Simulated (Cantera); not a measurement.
## Adiabatic ignition

An adiabatic, constant-volume homogeneous reactor starts with 3.87 % CH₄, 17.6 % O₂, 66.2 % N₂, 12.4 % CO₂, equivalence ratio 0.44, at 1675 K and 0.730 bar.

Computed with Cantera and GRI-Mech 3.0 (53 species, 325 reactions).

```
t (s)     T (K)  P (bar)   x CH₄    x O₂  x CO₂       x H      x NO    x C₂H₆     x H₂O
--------  -----  -------  ------  ------  -----  --------  --------  --------  --------
1.00e-6    1675    0.730  0.0387   0.176  0.124   9.18e-8    <1e-12    <1e-12   2.56e-8
5.85e-6    1675    0.730  0.0387   0.176  0.124   1.14e-7    <1e-12  1.41e-10   9.65e-7
3.42e-5    1675    0.730  0.0386   0.176  0.124   1.72e-7    <1e-12   5.00e-8   1.34e-5
0.000200   1677    0.731  0.0375   0.175  0.124   3.71e-6  2.86e-11   4.79e-5  0.000771
0.00117    2426     1.07  <1e-12   0.101  0.147  0.000677  0.000359    <1e-12    0.0708
0.00684    2437     1.07  <1e-12  0.0992  0.149  0.000570   0.00284    <1e-12    0.0712
0.0400     2425     1.07  <1e-12  0.0955  0.149  0.000531    0.0101    <1e-12    0.0715
0.234      2422     1.07  <1e-12  0.0945  0.149  0.000520    0.0122    <1e-12    0.0716
1.37       2422     1.07  <1e-12  0.0945  0.149  0.000520    0.0122    <1e-12    0.0716
8.00       2422     1.07  <1e-12  0.0945  0.149  0.000520    0.0122    <1e-12    0.0716
```
x: mole fraction; the columns are a selection and need not sum to one.

```
Quantity                                                          Result
---------------------------------  -------------------------------------
time of steepest temperature rise                               0.344 ms
temperature at 8.00 s                                             2422 K
equilibrium temperature                                           2422 K
x(CH₄) at 8.00 s                   <1e-12 (gas-phase equilibrium <1e-12)
x(O₂) at 8.00 s                    0.0945 (gas-phase equilibrium 0.0945)
x(CO₂) at 8.00 s                     0.149 (gas-phase equilibrium 0.149)
```
